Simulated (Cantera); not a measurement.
A perfectly stirred reactor is fed with 3.10 % CH4, 96.9 % H2, at 0.132 atm; it is held at 2175 K, and followed from long to short residence time.

Computed with Cantera and GRI-Mech 3.0 (53 species, 325 reactions). GRI-Mech 3.0 stops at C3 and has no aromatics, soot or wall deposition, so with more carbon than oxygen in the feed, carbon stays in small species such as C2H2 where larger ones or solid carbon would form.

One state of this run: x CH4 = 0.0220; x H2 = 0.966; x C2H = 5.99e-7; x C2H6 = 3.52e-6; x C2H2 = 0.00286. x: mole fraction; the columns are a selection and need not sum to one.

Q: Which value of τ (s) does it belong to?
A. 0.017
B. 0.0031
C. 0.00057
D. 2.9

A: C, 0.00057
